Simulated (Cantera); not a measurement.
Input: 1 mol CCl₄, 1.6 mol HCl, equilibrated at 1598.15 K.

Cantera equilibrium calculation (NASA polynomials, part measured and part estimated; ideal gas, pure solids and liquids). Candidate condensed phases: C, C₆H₆, C₇H₈, C₈H₁₈; 91 gas species. Rates play no part.

x: gas mole fraction; n: condensed amount in mol.

```
P (Pa)    x Cl     x Cl₂  x HCl      x H    x CCl₄  n C(graphite)
------  ------  --------  -----  -------  --------  -------------
1        0.714  0.000431  0.286  9.00e-5    <1e-12           1.00
4.20     0.712   0.00180  0.286  2.15e-5    <1e-12          1.000
18       0.705   0.00756  0.288  5.10e-6  1.38e-12          1.000
75       0.677       ___  0.294      ___       ___          1.000
320      0.592    0.0950  0.313  3.71e-7   3.87e-9          1.000
1300     0.440     0.213  0.347  1.36e-7   7.92e-8          1.000
5600     0.270     0.346  0.384  5.72e-8   8.96e-7          1.000
24000      ___       ___  0.412      ___       ___          1.000
100000  0.0765     0.496  0.427  1.26e-8   3.30e-5          1.000
```

Problem. Some entries are withheld; supply them.

Solution. 
- 24000, x Cl: 0.147
- 24000, x Cl₂: 0.441
- 24000, x H: 2.62e-8
- 24000, x CCl₄: 6.25e-6
- 75, x Cl₂: 0.0291
- 75, x H: 1.30e-6
- 75, x CCl₄: 8.50e-11
